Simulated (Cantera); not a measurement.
# Thermodynamics of calcination and drying, feed MgCO₃ + CO₂ + H₂O

A closed system holds: 1 mol MgCO₃, 2.6 mol CO₂, 0.062 mol H₂O, equilibrated at 0.000810 bar.

Cantera equilibrium calculation (NASA polynomials, part measured and part estimated; ideal gas, pure solids and liquids). Candidate condensed phases: C, C₆H₆, C₇H₈, C₈H₁₈, H₂O, Mg, MgCO₃, MgO, Mg(OH)₂; 116 gas species. Equilibrium is a limit: real reactors are often held back by kinetics, nucleation or transport.

From 1323 K to 2223 K the condensed part is MgO(s).

```tsv
T (K)	x CO₂	x CO	x O₂	x O	x Mg	x H₂O	x OH	x H	n MgO(s)
1323	0.982	0.000516	0.000259	1.50e-7	1.91e-12	0.0169	6.23e-6	1.22e-7	1.00
1473	0.979	0.00292	0.00146	3.74e-6	7.33e-10	0.0169	4.33e-5	2.00e-6	1.00
1623	0.965	0.0119	0.00589	5.13e-5	9.26e-8	0.0166	0.000208	1.97e-5	1.00
1773	0.927	0.0373	0.0183	0.000447	5.15e-6	0.0160	0.000753	0.000132	1.000
1923	0.840	0.0938	0.0454	0.00271	0.000155	0.0143	0.00212	0.000639	0.999
2073	0.685	0.191	0.0905	0.0121	0.00294	0.0110	0.00460	0.00232	0.987
2223	0.456	0.295	0.146	0.0420	0.0395	0.00571	0.00707	0.00591	0.804
```
x: gas mole fraction; n: condensed amount in mol.
